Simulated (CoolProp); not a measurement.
Vapour-liquid equilibrium of R152A (1) + R134a (2) at 0.897 kPa; x and y are mole fractions of (1).

Values from CoolProp's multi-fluid Helmholtz-energy mixture model, Outcalt 1996 and Tillner-Roth 1994; pair parameters Lemmon 2004.

Task: Give the bubble temperature and the first vapour's composition at x = 0.05, 0.35, 0.5. Is there an azeotrope?

Result: x = 0.05: -95.2 °C, y = 0.030; x = 0.35: -94.1 °C, y = 0.306; x = 0.5: -93.9 °C, y = 0.498. y crosses x between x = 0.5 and 0.65: the model has an azeotrope there.

Pair parameters are fitted to limited data, so mixtures are less certain than the pure fluids.
